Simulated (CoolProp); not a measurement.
A Linde-Hampson liquefier for ethylene: isothermal reversible compression at 320 K from 1 atm to 15 MPa, throttling to 1 atm, return gas leaving the recuperator 0 K below the feed. Each further row changes one setting.

The numbers come from the reference Helmholtz-energy equation of state, Smukala 2000 in CoolProp.

```tsv
case	liquid yield per pass	compression work (kJ/kg of gas)
as stated	0.395	404
high pressure 30 MPa	0.429	444
warm-end temperature 350 K	0.291	465
warm-end gap 5 K	0.388	404
```
